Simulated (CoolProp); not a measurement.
Methane along the isotherm 374.1 K: density (kg/m³) from the reference equation and from simpler models built on Tc = 190.6 K, pc = 45.99 bar, ω = 0.011; each cubic takes its own stable root.

Values from CoolProp's reference Helmholtz-energy equation of state, Setzmann 1991.

```tsv
p (bar)	phase	reference	Redlich-Kwong	Soave-Redlich-Kwong
7.67	gas	3.976	3.979	3.973
15.3	gas	7.970	7.980	7.959
23	gas	12.04	12.06	12.01
30.7	gas	16.14	16.18	16.09
38.3	gas	20.22	20.28	20.14
46	supercritical	24.39	24.47	[?]
53.7	supercritical	28.58	[?]	[?]
61.3	supercritical	32.74	[?]	32.51
69	supercritical	[?]	37.14	[?]
76.7	supercritical	41.23	41.42	40.84
84.3	supercritical	45.44	45.65	44.96
92	supercritical	49.72	49.95	49.13
99.6	supercritical	53.94	54.20	53.24
107	supercritical	58.06	58.33	57.23
115	supercritical	[?]	62.79	[?]
```

**Question.** What belongs in the gaps?

**Answer.** 
- 46, Soave-Redlich-Kwong: 24.27
- 53.7, Redlich-Kwong: 28.69
- 53.7, Soave-Redlich-Kwong: 28.41
- 61.3, Redlich-Kwong: 32.87
- 69, reference: 36.98
- 69, Soave-Redlich-Kwong: 36.67
- 115, reference: 62.50
- 115, Soave-Redlich-Kwong: 61.53
